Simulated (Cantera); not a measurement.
Cantera run:

```python
import numpy as np
import cantera as ct

gas_names = """
    H H2 N NH NH2 NH3 N2 N2H2 N2H4 Pb Pb2
""".split()
cond_names = """
    Pb(cr) Pb(L)
""".split()


# ... load() reads the species with a 1 bar reference pressure and builds the phases ...
atoms = {
    'Pb': {'Pb': 1},
    'NH3': {'N': 1, 'H': 3},
    'N2': {'N': 2},
}
top_T = {}  # K; cautious upper limits of use, not melting points


# ... equilibrate(T, P, feed) seeds the gas with the atoms and calls Mixture.equilibrate('TP', solver="vcs", rtol=1e-11, max_steps=5000) ...
results = []
feed = {'Pb': 1, 'NH3': 1.7, 'N2': 30}  # mol
P = 133.322  # Pa
for T in [975, 1025, 1075, 1125, 1175, 1225, 1275, 1325, 1375, 1425, 1475, 1525, 1575]:
    mix = equilibrate(T, P, feed)
    results.append((T, P, feed, dict(zip(mix.species_names, mix.species_moles))))
    x = sorted(zip(gas.X, gas.species_names), reverse=True)
    print(f"T = {T:g} K  P = {P:g} Pa  gas = {mix.phase_moles(0):.4g} mol")
    print("   x: " + "  ".join(f"{s} {v:.3e}" for v, s in x if v > 1e-06))
    print("   condensed (mol): " + ("  ".join(f"{mix.phase(i).name} {mix.phase_moles(i):.4g}"
          for i in range(1, mix.n_phases) if mix.phase_moles(i) > 1e-12) or "none"))
```

Output:

```
T = 975 K  P = 133.322 Pa  gas = 33.63 mol
   x: N2 9.173e-01  H2 7.582e-02  Pb 6.876e-03
   condensed (mol): Pb(L) 0.7688
T = 1025 K  P = 133.322 Pa  gas = 34.11 mol
   x: N2 9.044e-01  H2 7.475e-02  Pb 2.086e-02
   condensed (mol): Pb(L) 0.2883
T = 1075 K  P = 133.322 Pa  gas = 34.4 mol
   x: N2 8.968e-01  H2 7.413e-02  Pb 2.907e-02
   condensed (mol): none
T = 1125 K  P = 133.322 Pa  gas = 34.4 mol
   x: N2 8.968e-01  H2 7.413e-02  Pb 2.907e-02
   condensed (mol): none
T = 1175 K  P = 133.322 Pa  gas = 34.4 mol
   x: N2 8.968e-01  H2 7.413e-02  Pb 2.907e-02
   condensed (mol): none
T = 1225 K  P = 133.322 Pa  gas = 34.4 mol
   x: N2 8.968e-01  H2 7.413e-02  Pb 2.907e-02  H 2.324e-06
   condensed (mol): none
T = 1275 K  P = 133.322 Pa  gas = 34.4 mol
   x: N2 8.968e-01  H2 7.412e-02  Pb 2.907e-02  H 5.496e-06
   condensed (mol): none
T = 1325 K  P = 133.322 Pa  gas = 34.4 mol
   x: N2 8.968e-01  H2 7.412e-02  Pb 2.907e-02  H 1.219e-05
   condensed (mol): none
T = 1375 K  P = 133.322 Pa  gas = 34.4 mol
   x: N2 8.968e-01  H2 7.411e-02  Pb 2.907e-02  H 2.555e-05
   condensed (mol): none
T = 1425 K  P = 133.322 Pa  gas = 34.4 mol
   x: N2 8.968e-01  H2 7.410e-02  Pb 2.907e-02  H 5.086e-05
   condensed (mol): none
T = 1475 K  P = 133.322 Pa  gas = 34.4 mol
   x: N2 8.968e-01  H2 7.408e-02  Pb 2.907e-02  H 9.668e-05
   condensed (mol): none
T = 1525 K  P = 133.322 Pa  gas = 34.4 mol
   x: N2 8.967e-01  H2 7.403e-02  Pb 2.907e-02  H 1.763e-04
   condensed (mol): none
T = 1575 K  P = 133.322 Pa  gas = 34.41 mol
   x: N2 8.967e-01  H2 7.396e-02  Pb 2.907e-02  H 3.095e-04
   condensed (mol): none
```

These are equilibrium values from Cantera (NASA tables, ideal gas, pure condensed phases), not measurements of a reactor.
